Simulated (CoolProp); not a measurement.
Dry air along the isobar 787 kPa: Z from the reference equation and from simpler models built on Tc = 132.5 K, pc = 3786 kPa, ω = 0.034; each cubic takes its own stable root.

Values from CoolProp's reference Helmholtz-energy equation of state, Lemmon 2000. It is a pseudo-pure fit of the blend.

```json
[
 {"T (K)": "122", "phase": "gas", "reference": "0.9035"},
 {"T (K)": "132.2", "phase": "gas", "reference": "0.9258"},
 {"T (K)": "142.3", "phase": "gas", "reference": "0.9416"},
 {"T (K)": "152.5", "phase": "gas", "reference": "0.9533"},
 {"T (K)": "162.7", "phase": "gas", "reference": "0.9623"},
 {"T (K)": "172.9", "phase": "gas", "reference": "0.9692"},
 {"T (K)": "183", "phase": "gas", "reference": "0.9747"},
 {"T (K)": "193.2", "phase": "gas", "reference": "0.9791"},
 {"T (K)": "203.4", "phase": "gas", "reference": "0.9827"},
 {"T (K)": "213.6", "phase": "gas", "reference": "0.9856"},
 {"T (K)": "223.8", "phase": "gas", "reference": "0.9881"},
 {"T (K)": "233.9", "phase": "gas", "reference": "0.9901"},
 {"T (K)": "244.1", "phase": "gas", "reference": "0.9919"}
]
```

Question: How far does each simpler model (van der Waals, Redlich-Kwong) lie from the reference over these 13 states: mean and median of the absolute difference, and the worst?

Answer: 
- van der Waals: mean 0.4 %, median 0.3 %, worst +1.7 % at 122 K and 787 kPa
- Redlich-Kwong: mean 0.1 %, median 0.1 %, worst -0.1 % at 162.7 K and 787 kPa
